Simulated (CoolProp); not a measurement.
Model: reference Helmholtz-energy equation of state, Lemmon 2006, in CoolProp. It is a short technical equation, of lower accuracy than the large ones.

Problem. For R141b, give the phase and the cp (kJ/(kg K)), cv (kJ/(kg K)), speed of sound (m/s), expansivity (1/kK) at 151.15 °C and 19.8 bar.

Solution. 
- 151.15 °C and 19.8 bar: liquid; cp 1.51, cv 0.929, speed of sound 365, expansivity 4.09
